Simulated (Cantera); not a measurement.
Fe₂O₃ + Cl₂ + O₂ (chemical vapour transport)

A closed system holds: 1 mol Fe₂O₃, 0.31 mol Cl₂, 0.011 mol O₂, at 723.15 K and 101000 Pa.

Method: chemical equilibrium by Gibbs-energy minimisation in Cantera with the NASA 1993 tables (ideal gas, pure condensed phases). Candidate condensed phases: Fe, FeCl₂, FeCl₃, FeO, Fe₂O₃, Fe₃O₄; 13 gas species. Condensed phases not in the tables: FeOCl. Rates play no part.

```
Item                                      Value
-----------------------------------  ----------
x(Cl₂)                                    0.966
x(O₂)                                    0.0343
x(FeCl₃)                                4.32e-5
x(Fe₂Cl₆)                               2.20e-6
x(Cl)                                   1.27e-6
n(Fe₂O₃(s))                           1.000 mol
gas amount                           0.3210 mol
log10 activity of FeCl₂(s) (absent)       -3.67
log10 activity of Fe(α) (absent)         -21.68
```
